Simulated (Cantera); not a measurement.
Input (Python, Cantera) and output of one run.

```python
import numpy as np
import cantera as ct

gas_names = """
    CL CL2 H HCL H2 N NH NH2 NH3 N2 N2H2 N2H4 Si SiCL SiCL2 SiCL3 SiCL4 SiH SiHCL3 SiH2 SiH2CL2 SiH3
    SiH3CL SiH4 SiN Si2 Si2N Si3
""".split()
cond_names = """
    NH4CL(a) NH4CL(b) Si(cr) Si(L) Si3N4(a)
""".split()


# ... load() reads the species with a 1 bar reference pressure and builds the phases ...
atoms = {
    'Si': {'Si': 1},
    'HCl': {'H': 1, 'CL': 1},
    'N2': {'N': 2},
}
top_T = {'Si3N4(a)': 2400}  # K; cautious upper limits of use, not melting points


# ... equilibrate(T, P, feed) seeds the gas with the atoms and calls Mixture.equilibrate('TP', solver="vcs", rtol=1e-11, max_steps=5000) ...
results = []
feed = {'Si': 1, 'HCl': 10, 'N2': 0.48}  # mol
P = 1.4  # Pa
for T in [1225, 1300, 1375, 1450, 1525, 1600, 1675]:
    mix = equilibrate(T, P, feed)
    results.append((T, P, feed, dict(zip(mix.species_names, mix.species_moles))))

top = {s: max(r[3][s] / sum(r[3][g] for g in gas_names) for r in results) for s in gas_names}
cols = sorted((s for s in top if top[s] > 1e-06), key=lambda s: -top[s])[:9]
seen = [c for c in cond_names if any(r[3].get(c, 0) > 1e-12 for r in results)]
print("log10 of partial pressures in bar; condensed amounts in mol")
print(f"{'T/K':>10s}" + "".join(f"{s[:9]:>10s}" for s in cols + seen))
for T, P, feed, n in results:
    ng = sum(n[g] for g in gas_names)
    print(f"{T:10.4g}" + "".join(f"{np.log10(max(n[s] / ng * P / 1e5, 1e-99)):10.3f}" for s in cols)
          + "".join(f"{n.get(c, 0):10.4g}" for c in seen))
```

Result:

```
log10 of partial pressures in bar; condensed amounts in mol
       T/K       HCL        H2     SiCL2        CL        N2     SiCL4     SiCL3         H      SiCL
      1225    -4.988    -5.773    -6.017    -8.672    -6.183    -6.630    -6.773    -9.393   -11.657
      1300    -4.978    -5.832    -5.932    -8.092    -6.189    -7.191    -6.948    -8.872   -10.944
      1375    -4.975    -5.854    -5.901    -7.595    -6.192    -7.778    -7.171    -8.392   -10.332
      1450    -4.976    -5.858    -5.890    -7.161    -6.193    -8.340    -7.396    -7.953    -9.789
      1525    -4.982    -5.851    -5.886    -6.778    -6.196    -8.870    -7.614    -7.551    -9.296
      1600    -4.993    -5.833    -5.886    -6.443    -6.199    -9.379    -7.828    -7.181    -8.842
      1675    -5.015    -5.803    -5.893    -6.156    -6.206    -9.881    -8.045    -6.837    -8.416
```

Cantera equilibrium calculation (NASA polynomials, part measured and part estimated; ideal gas, pure solids and liquids). The tables' values for SiCl3, SiCl are old estimates; treat these amounts as uncertain.
